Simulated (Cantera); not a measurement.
A Cantera script and its output.

```python
import numpy as np
import cantera as ct

gas = ct.Solution("gri30.yaml")
gas.TPX = 1225, 101325, {'N2O': 1, 'O2': 0.73, 'N2': 0.0029}
reactor = ct.IdealGasConstPressureReactor(gas, energy="off", clone=False)
net = ct.ReactorNet([reactor])
net.rtol, net.atol = 1e-08, 1e-18
show = ['N2O', 'O2', 'N2', 'O', 'NO', 'NO2']
times = np.geomspace(1e-06, 60, 12)

steps = ct.SolutionArray(gas, extra=["t"])
rows = []
print(f"{'t/s':>10s}{'T/K':>9s}{'P/Pa':>11s}" + "".join(f"{s:>11s}" for s in show))
for t in times:
    while net.time < t:
        t_next = net.step()
        steps.append(gas.state, t=t_next)
    rows.append([np.interp(t, steps.t, y) for y in (steps.T, steps.P, *steps(*show).X.T)])
    print(f"{t:10.3e}{rows[-1][0]:9.1f}{rows[-1][1]:11.4g}" + "".join(f"{x:11.3e}" for x in rows[-1][2:]))
rate = np.gradient(steps.T, steps.t)
print("integrator steps:", len(steps.t))
if steps.T.max() > steps.T[0] + 200:
    print(f"time of steepest temperature rise: {steps.t[rate.argmax()]:.4e} s")
gas.TPX = 1225, 101325, {'N2O': 1, 'O2': 0.73, 'N2': 0.0029}
gas.equilibrate("TP")
print(f"equilibrium (TP): T = {gas.T:.1f} K  " + "  ".join(f"{s} {gas[s].X[0]:.3e}" for s in show))
```

Result:

```
       t/s      T/K       P/Pa        N2O         O2         N2          O         NO        NO2
 1.000e-06   1225.0  1.013e+05  5.771e-01  4.213e-01  1.674e-03  2.564e-07  3.248e-09  1.306e-16
 5.095e-06   1225.0  1.013e+05  5.771e-01  4.213e-01  1.675e-03  1.061e-06  7.303e-08  5.414e-14
 2.595e-05   1225.0  1.013e+05  5.771e-01  4.213e-01  1.685e-03  2.369e-06  1.072e-06  1.107e-11
 1.322e-04   1225.0  1.013e+05  5.770e-01  4.213e-01  1.739e-03  2.526e-06  7.659e-06  5.612e-10
 6.736e-04   1225.0  1.013e+05  5.766e-01  4.213e-01  2.014e-03  2.525e-06  4.137e-05  1.610e-08
 3.432e-03   1225.0  1.013e+05  5.747e-01  4.217e-01  3.414e-03  2.523e-06  2.123e-04  3.859e-07
 1.748e-02   1225.0  1.013e+05  5.651e-01  4.234e-01  1.045e-02  2.508e-06  1.065e-03  6.487e-06
 8.907e-02   1225.0  1.013e+05  5.194e-01  4.316e-01  4.382e-02  2.415e-06  5.050e-03  4.998e-05
 4.538e-01   1225.0  1.013e+05  3.523e-01  4.622e-01  1.665e-01  2.000e-06  1.884e-02  2.048e-04
 2.312e+00   1225.0  1.013e+05  8.309e-02  5.141e-01  3.668e-01  8.144e-07  3.562e-02  4.088e-04
 1.178e+01   1225.0  1.013e+05  6.682e-04  5.319e-01  4.302e-01  3.788e-08  3.652e-02  7.953e-04
 6.000e+01   1225.0  1.013e+05  3.520e-07  5.320e-01  4.307e-01  3.070e-08  3.641e-02  8.734e-04
integrator steps: 1182
equilibrium (TP): T = 1225.0 K  N2O 1.520e-08  O2 5.507e-01  N2 4.490e-01  O 3.122e-08  NO 2.898e-04  NO2 7.073e-06
```

Cantera simulation using GRI-Mech 3.0 (53 species, 325 reactions); the numbers are that mechanism's predictions, not measurements. GRI-Mech 3.0 was tuned for natural gas; its chemistry of N2O as a main component is partial and can be far from experiment. The mechanism lacks the step 2 NO + O2 → 2 NO2, which can matter for NO2 below about 1400 K. The temperature is held fixed by assumption; the heat of reaction is taken as removed at once.
